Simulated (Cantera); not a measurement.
An isothermal, constant-pressure homogeneous reactor starts with 54.1 % C2H6, 45.9 % N2, at 1300 K and 12.0 Torr.

Computed with Cantera and GRI-Mech 3.0 (53 species, 325 reactions). GRI-Mech 3.0 stops at C3 and has no aromatics, soot or wall deposition, so with more carbon than oxygen in the feed, carbon stays in small species such as C2H2 where larger ones or solid carbon would form. Radical loss at walls, strong at low pressure, is not modelled.

x: mole fraction; the columns are a selection and need not sum to one.

```
t (s)       x C2H6    x C2H4     x HCN     x C2H     x CH4      x H     x H2
--------  --------  --------  --------  --------  --------  -------  -------
4.00e-6      0.541  6.71e-10    <1e-12    <1e-12   4.49e-8        ?  1.45e-9
2.06e-5      0.540   8.27e-8    <1e-12    <1e-12   1.17e-6        ?  7.12e-8
0.000106     0.540   1.04e-5    <1e-12    <1e-12   2.90e-5        ?  9.87e-6
0.000543     0.537   0.00106  7.91e-12    <1e-12  0.000570        ?  0.00103
0.00279      0.486    0.0294  3.47e-10  1.24e-10   0.00872        ?   0.0265
0.0143       0.254     0.153  7.96e-10   1.11e-9    0.0574        ?    0.141
0.0737      0.0162     0.229  9.78e-10   3.85e-9     0.124        ?    0.271
0.379     0.000297     0.170  9.45e-10   1.21e-9     0.121        ?    0.318
1.95       2.66e-5     0.116  9.01e-10  5.57e-10     0.116  2.98e-6    0.350
10.0       1.14e-5    0.0303  8.34e-10  7.46e-10     0.107  3.15e-6    0.400
```

Complete the blanks.


- 4.00e-6, x H: 1.66e-9
- 2.06e-5, x H: 2.46e-8
- 0.000106, x H: 6.78e-7
- 0.000543, x H: 1.19e-5
- 0.00279, x H: 3.86e-5
- 0.0143, x H: 4.95e-5
- 0.0737, x H: 4.49e-5
- 0.379, x H: 8.22e-6
